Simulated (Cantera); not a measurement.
Feed: 1 mol HgO, 0.47 mol H₂, at 420000 Pa.

Method: chemical equilibrium by Gibbs-energy minimisation in Cantera with the NASA 1993 tables (ideal gas, pure condensed phases). Candidate condensed phases: H₂O, Hg, HgO; 10 gas species. Equilibrium is a limit: real reactors are often held back by kinetics, nucleation or transport.

Question: Which condensed phases are stable at each of these points (T (°C)): 325, 375, 425, 475, 525, 575, 625, 675, 725, 775, 825, 875, 925, 975?

Answer: 
| T (°C) | condensed phases | Hg condensed (%) |
|---|---|---|
| 325 | Hg(l) + HgO(s) | 93.0 |
| 375 | Hg(l) + HgO(s) | 77.2 |
| 425 | HgO(s) | 52.7 |
| 475 | HgO(s) | 42.8 |
| 525 | gas only | 0.0 |
| 575 | gas only | 0.0 |
| 625 | gas only | 0.0 |
| 675 | gas only | 0.0 |
| 725 | gas only | 0.0 |
| 775 | gas only | 0.0 |
| 825 | gas only | 0.0 |
| 875 | gas only | 0.0 |
| 925 | gas only | 0.0 |
| 975 | gas only | 0.0 |

From 325 °C to 375 °C the condensed part is Hg(l) + HgO(s). From 425 °C to 475 °C the condensed part is HgO(s). From 525 °C to 975 °C nothing is condensed.
